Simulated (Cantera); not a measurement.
Feed: 1 mol Fe₃O₄, 34 mol H₂, 0.22 mol H₂O, at 3.45 Torr.

These are equilibrium values from Cantera (NASA tables, ideal gas, pure condensed phases), not measurements of a reactor. Candidate condensed phases: Fe, FeO, Fe(OH)₂, Fe(OH)₃, Fe₂O₃, Fe₃O₄, H₂O; 12 gas species. The numbers say what is thermodynamically allowed, not how fast it happens.

log p: log10 of the partial pressure in bar; n: condensed amount in mol.

```csv
T (°C),log p H₂,log p H₂O,log p Fe,log p H,log p OH,n Fe(γ),n Fe(δ),n Fe(l)
1027,-2.39,-3.25,-8.96,-7.15,___,3.00,0,0
1127,-2.39,-3.25,-7.81,-6.51,___,3.00,0,0
1227,-2.39,-3.25,-6.82,-5.95,___,3.00,0,0
1327,-2.39,-3.25,-5.96,-5.46,___,2.99,0,0
1427,-2.40,-3.25,-5.20,-5.03,___,0,2.95,0
1527,-2.40,-3.25,-4.53,-4.65,___,0,2.78,0
1627,-2.41,-3.26,-3.95,-4.31,___,0,0,2.14
1727,-2.44,-3.29,-3.44,-4.01,___,0,0,0.00897
```

Q: Fill in the missing entries.

A: 
- 1027, log p OH: -9.89
- 1127, log p OH: -9.06
- 1227, log p OH: -8.35
- 1327, log p OH: -7.72
- 1427, log p OH: -7.17
- 1527, log p OH: -6.68
- 1627, log p OH: -6.24
- 1727, log p OH: -5.86
